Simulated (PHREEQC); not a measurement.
Leach liquor: an equilibrium model

Make-up at 75 °C: 0.0081 mol/kgw H2SO4, 0.16 mol/kgw ZnSO4 and 0.0051 mol/kgw MnSO4. Closed to the air; pH follows from the charge balance.

All values are PHREEQC results (ion-association model, wateq4f.dat), not measurements.

```json
{
 "pH": "2.65",
 "ionic_strength": "0.304 mol/kgw",
 "total_alkalinity": "-16.2 meq/kg"
}
```

```tsv
species	molality	activity	log γ
Zn+2	0.0741	0.0191	-0.588
ZnSO4	0.0669	0.0717	0.030
SO4-2	0.0523	0.0115	-0.657
Zn(SO4)2-2	0.0191	0.00483	-0.597
HSO4-	0.0132	0.00897	-0.169
H+	0.00295	0.00226	-0.116
MnSO4	0.00269	0.00288	0.030
Mn+2	0.00241	0.000622	-0.588
ZnOH+	3.36e-7	2.38e-7	-0.149
```

This is a speciation only: nothing precipitates in the calculation. Complexes and solids missing from the database can't appear. Constants without temperature data keep their 25 °C values here.
